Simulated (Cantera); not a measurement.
Feed: 1 mol Si, 2.3 mol CO₂, 28 mol H₂, at 925 °C and 1700 Pa.

Cantera equilibrium calculation (NASA polynomials, part measured and part estimated; ideal gas, pure solids and liquids). Candidate condensed phases: C, C₆H₆, C₇H₈, C₈H₁₈, H₂O, Si, SiC, SiO₂; 123 gas species. The tables hold silica as quartz up to 1696 K and as liquid above; real silica turns to tridymite and cristobalite and melts near 1996 K. Kinetics and transport are ignored.

Base state: H₂ 0.915, CO 0.0753, H₂O 0.00934, CO₂ 0.000563 (mole fractions); condensed: SiO₂(β-quartz).

Problem. What changes in the equilibrium state with this change: CO₂ from 2.3 to 0.02 mol?

Solution. 
```
species                before    after
-------------------  --------  -------
H₂                      0.915    1.000
SiO                     <1e-9  2.99e-5
CO                     0.0753  2.08e-7
H₂O                   0.00934  5.62e-8
CO₂                  0.000563    <1e-9
SiO₂(β-quartz), mol      1.00   0.0196
Si(s), mol                  0    0.960
SiC(s), mol                 0   0.0200
```
Mutual solubility and eutectic melting of coexisting phases are not modelled.

Problem. What changes in the equilibrium state with this change: pressure from 1700 Pa to 101000 Pa?

Solution. 
```
species                before     after
-------------------  --------  --------
H₂                      0.915     0.912
CO                     0.0753    0.0734
H₂O                   0.00934    0.0114
CH₄                   7.58e-7   0.00213
CO₂                  0.000563  0.000672
SiO₂(β-quartz), mol      1.00      1.00
```
